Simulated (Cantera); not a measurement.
Standard-state values (1 bar) from the NASA 1993 polynomials, evaluated with Cantera. Values are per mole of reaction as written; species without (g) are pure solids or liquids, kept so even where they would boil at 1 bar.

B₃O₃F₃(g) ⇌ B₂O₃(g) + BF₃(g)

| T (K) | ΔH° (kJ) | ΔS° (J/K) | ΔG° (kJ) | log10 K |
|---|---|---|---|---|
| 2573 | (withheld) | (withheld) | (withheld) | (withheld) |
| 2623 | 358.5 | 168.7 | -84.0 | 1.67 |
| 2673 | (withheld) | (withheld) | (withheld) | (withheld) |
| 2723 | 356.8 | 168.1 | -100.8 | 1.93 |
| 2773 | (withheld) | (withheld) | (withheld) | (withheld) |
| 2823 | (withheld) | (withheld) | (withheld) | (withheld) |
| 2873 | 354.3 | 167.2 | -126.0 | 2.29 |
| 2923 | 353.4 | 166.9 | -134.3 | 2.40 |

Problem. Complete the blanks.

Solution. 
- 2573, ΔH° (kJ): 359.3
- 2573, ΔS° (J/K): 169.0
- 2573, ΔG° (kJ): -75.6
- 2573, log10 K: 1.53
- 2673, ΔH° (kJ): 357.7
- 2673, ΔS° (J/K): 168.4
- 2673, ΔG° (kJ): -92.4
- 2673, log10 K: 1.81
- 2773, ΔH° (kJ): 356.0
- 2773, ΔS° (J/K): 167.8
- 2773, ΔG° (kJ): -109.2
- 2773, log10 K: 2.06
- 2823, ΔH° (kJ): 355.1
- 2823, ΔS° (J/K): 167.5
- 2823, ΔG° (kJ): -117.6
- 2823, log10 K: 2.18
